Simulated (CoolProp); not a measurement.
Vapour-liquid equilibrium of carbon dioxide (1) + CH2F2 (R32) (2) at 225.1 K; x and y are mole fractions of (1).

Computed with CoolProp (multi-fluid Helmholtz-energy mixture model, Span 1996 and Tillner-Roth 1997; pair parameters Bell 2016).

Question: Give the bubble pressure and the first vapour's composition at x = 0.2, 0.5, 0.8. Is there an azeotrope?

Answer: x = 0.2: 2.504 bar, y = 0.596; x = 0.5: 4.375 bar, y = 0.844; x = 0.8: 6.156 bar, y = 0.950. No azeotrope shows between x = 0.05 and 0.95.

Pair parameters are fitted to limited data, so mixtures are less certain than the pure fluids.
